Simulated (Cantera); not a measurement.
A Cantera script and its output.

```python
import numpy as np
import cantera as ct

gas = ct.Solution("gri30.yaml")
gas.TPX = 1575, 61, {'CH4': 1, 'N2': 6.8}
reactor = ct.IdealGasConstPressureReactor(gas, energy="off", clone=False)
net = ct.ReactorNet([reactor])
net.rtol, net.atol = 1e-08, 1e-18
show = ['CH4', 'H2', 'C2H', 'CH2', 'H', 'C2H2', 'HCN']
times = np.geomspace(2e-06, 4, 9)

steps = ct.SolutionArray(gas, extra=["t"])
rows = []
print(f"{'t/s':>10s}{'T/K':>9s}{'P/Pa':>11s}" + "".join(f"{s:>11s}" for s in show))
for t in times:
    while net.time < t:
        t_next = net.step()
        steps.append(gas.state, t=t_next)
    rows.append([np.interp(t, steps.t, y) for y in (steps.T, steps.P, *steps(*show).X.T)])
    print(f"{t:10.3e}{rows[-1][0]:9.1f}{rows[-1][1]:11.4g}" + "".join(f"{x:11.3e}" for x in rows[-1][2:]))
rate = np.gradient(steps.T, steps.t)
print("integrator steps:", len(steps.t))
if steps.T.max() > steps.T[0] + 200:
    print(f"time of steepest temperature rise: {steps.t[rate.argmax()]:.4e} s")
gas.TPX = 1575, 61, {'CH4': 1, 'N2': 6.8}
gas.equilibrate("TP")
print(f"equilibrium (TP): T = {gas.T:.1f} K  " + "  ".join(f"{s} {gas[s].X[0]:.3e}" for s in show))
```

Output:

```
       t/s      T/K       P/Pa        CH4         H2        C2H        CH2          H       C2H2        HCN
 2.000e-06   1575.0         61  1.282e-01  5.108e-13  1.059e-42  1.546e-21  2.684e-10  9.782e-30  2.806e-26
 1.226e-05   1575.0         61  1.282e-01  1.889e-11  1.714e-38  7.551e-20  1.630e-09  1.071e-26  5.517e-24
 7.521e-05   1575.0         61  1.282e-01  6.786e-10  4.286e-34  1.312e-17  9.435e-09  1.036e-23  8.195e-22
 4.612e-04   1575.0         61  1.282e-01  2.045e-08  9.402e-30  3.486e-15  4.157e-08  8.752e-21  6.258e-20
 2.828e-03   1575.0         61  1.282e-01  3.087e-07  4.762e-25  3.417e-13  7.166e-08  4.551e-17  3.597e-18
 1.734e-02   1575.0         61  1.282e-01  2.261e-06  1.435e-20  9.848e-12  7.208e-08  1.975e-13  1.601e-16
 1.064e-01   1575.0         61  1.282e-01  1.435e-05  1.707e-16  2.988e-10  7.409e-08  3.641e-10  7.670e-15
 6.523e-01   1575.0         61  1.280e-01  1.179e-04  1.366e-12  1.030e-08  1.535e-07  5.607e-07  6.189e-13
 4.000e+00   1575.0         61  1.205e-01  7.525e-03  1.923e-09  2.721e-07  5.460e-06  9.070e-04  7.448e-10
integrator steps: 402
equilibrium (TP): T = 1575.0 K  CH4 2.528e-06  H2 1.700e-01  C2H 2.730e-07  CH2 7.855e-10  H 6.987e-04  C2H2 2.271e-02  HCN 6.817e-02
```

Model: GRI-Mech 3.0 (53 species, 325 reactions), integrated in Cantera. GRI-Mech 3.0 stops at C3 and has no aromatics, soot or wall deposition, so with more carbon than oxygen in the feed, carbon stays in small species such as C2H2 where larger ones or solid carbon would form. Radical loss at walls, strong at low pressure, is not modelled.
